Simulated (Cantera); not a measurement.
A Cantera script and what it prints.

```python
import numpy as np
import cantera as ct

gas_names = """
    B BF BF2 BF3 BH BHF2 BH2 BH3 BN B2 F F2 H HF H2 H2F2 H3F3 H4F4 H5F5 H6F6 H7F7 N NF NF2 NF3 NH NH2
    NH3 N2 N2H2 N2H4
""".split()
cond_names = """
    B(b) B(L) BN(s)
""".split()


# ... load() reads the species with a 1 bar reference pressure and builds the phases ...
atoms = {
    'BF3': {'B': 1, 'F': 3},
    'NH3': {'N': 1, 'H': 3},
}
top_T = {'BN(s)': 3200}  # K; cautious upper limits of use, not melting points


# ... equilibrate(T, P, feed) seeds the gas with the atoms and calls Mixture.equilibrate('TP', solver="vcs", rtol=1e-11, max_steps=5000) ...
results = []
feed = {'BF3': 1, 'NH3': 0.52}  # mol
T = 1350  # K
P = 14  # Pa
mix = equilibrate(T, P, feed)
results.append((T, P, feed, dict(zip(mix.species_names, mix.species_moles))))
print(gas.report(threshold=0.001))
for i in range(1, mix.n_phases):
    print(f"{mix.phase(i).name:16s} {mix.phase_moles(i):12.5e} mol")
```

Output:

```
       temperature   1350 K
          pressure   14 Pa
           density   4.6535e-05 kg/m^3
  mean mol. weight   37.309 kg/kmol
   phase of matter   gas

                          1 kg             1 kmol
                     ---------------   ---------------
          enthalpy       -1.3388e+07       -4.9951e+08  J
   internal energy       -1.3689e+07       -5.1073e+08  J
           entropy            9487.8        3.5398e+05  J/K
    Gibbs function       -2.6197e+07       -9.7738e+08  J
 heat capacity c_p            1461.1             54513  J/K
 heat capacity c_v            1238.3             46198  J/K

                      mass frac. Y      mole frac. X     chem. pot. / RT
                     ---------------   ---------------   ---------------
               BF2         0.0054601         0.0041738           -100.83
               BF3           0.86463           0.47575           -146.94
              BHF2         0.0021314         0.0015963           -114.92
                HF          0.015102          0.028163           -60.207
                H2          0.019805           0.36652           -28.179
                N2          0.092719           0.12348            -36.66
     [  +25 minor]        0.00015354        0.00030999

B(b)              0.00000e+00 mol
BN(s)             1.50068e-02 mol
```

These are equilibrium values from Cantera (NASA tables, ideal gas, pure condensed phases), not measurements of a reactor. The tables' values for BF2 are old estimates; treat these amounts as uncertain.
